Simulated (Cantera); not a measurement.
# SiO₂ + MgCl₂ + O₂ (silicates and aluminates)

A closed system holds: 1 mol SiO₂, 0.62 mol MgCl₂, a varied amount of O₂, held at 1150 °C and 133 Pa.

Equilibrium computed with Cantera from the NASA thermochemical tables; the gas is ideal and each condensed phase is pure. Candidate condensed phases: Mg, MgCl₂, MgO, MgSiO₃, Mg₂SiO₄, Si, SiO₂; 20 gas species. Mutual solubility and eutectic melting of coexisting phases are not modelled. The tables hold silica as quartz up to 1696 K and as liquid above; real silica turns to tridymite and cristobalite and melts near 1996 K. Condensed phases not in the tables: alloys, solid solutions and most ternary compounds. Equilibrium is a limit: real reactors are often held back by kinetics, nucleation or transport.

From 0.35 mol O₂ to 3.6 mol O₂ the condensed part is MgSiO₃(s) + SiO₂(β-quartz).

| n(O₂) (mol) | x O₂ | x Cl | x Cl₂ | x MgCl₂ | n MgSiO₃(s) | n SiO₂(β-quartz) |
|---|---|---|---|---|---|---|
| 0.35 | 0.1000 | 0.497 | 0.287 | 0.116 | 0.510 | 0.490 |
| 0.47 | 0.187 | 0.474 | 0.261 | 0.0773 | 0.537 | 0.463 |
| 0.62 | 0.278 | 0.441 | 0.226 | 0.0548 | 0.552 | 0.448 |
| 0.84 | 0.379 | 0.398 | 0.184 | 0.0382 | 0.564 | 0.436 |
| 1.1 | 0.466 | 0.357 | 0.149 | 0.0278 | 0.571 | 0.429 |
| 1.5 | 0.559 | 0.310 | 0.112 | 0.0191 | 0.579 | 0.421 |
| 2 | 0.635 | 0.268 | 0.0834 | 0.0134 | 0.584 | 0.416 |
| 2.7 | 0.705 | 0.226 | 0.0595 | 0.00906 | 0.589 | 0.411 |
| 3.6 | 0.762 | 0.190 | 0.0419 | 0.00614 | 0.593 | 0.407 |
x: gas mole fraction; n: condensed amount in mol.
